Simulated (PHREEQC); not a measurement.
Consider water at 20 °C with 0.005 mol/kgw KCl and 0.012 mol/kgw (CH3)4NCl. Closed to the air; pH follows from the charge balance.

Model: ion-association model, phreeqc.dat, run in PHREEQC.

```tsv
quantity	before	after
pH	7.08	6.48
ionic strength (mol/kgw)	0.0170	0.0396
SI of Sylvite (KCl)	-5.06	-4.89
```

Q: Which change was made?
A) KCl from 0.005 to 0.0025 mol/kgw
B) 0.00073 mol/kgw NH4Cl added
C) diluted 100-fold with water
D) (CH3)4NCl replaced by MnCl2 at the same molality
E) 0.0018 mol/kgw CO2 added

A: D, (CH3)4NCl replaced by MnCl2 at the same molality

This is a speciation only: nothing precipitates in the calculation. (CH3)4N+ isn't in the database: it is added as a free cation with an ion size of 4 Å.
